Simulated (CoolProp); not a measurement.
C3F8 (R218) at several states: Z from the reference equation and from simpler models built on Tc = 71.9 °C, pc = 2.640 MPa, ω = 0.317; each cubic takes its own stable root.

Values from CoolProp's reference Helmholtz-energy equation of state, Lemmon 2006. It is a short technical equation, of lower accuracy than the large ones.

| T (°C) | p (MPa) | phase | reference |
|---|---|---|---|
| -141.45 | 0.0111 | liquid | 0.0009594 |
| 103.55 | 0.284 | gas | 0.9738 |
| -133.35 | 12.6 | liquid | 1.032 |

Task: How far does each simpler model (van der Waals, Soave-Redlich-Kwong) lie from the reference over these 3 states: mean and median of the absolute difference, and the worst?

Result: 
- van der Waals: mean 41.8 %, median 60.4 %, worst +64.9 % at -141.45 °C and 0.0111 MPa
- Soave-Redlich-Kwong: mean 5.7 %, median 8.1 %, worst +8.9 % at -141.45 °C and 0.0111 MPa
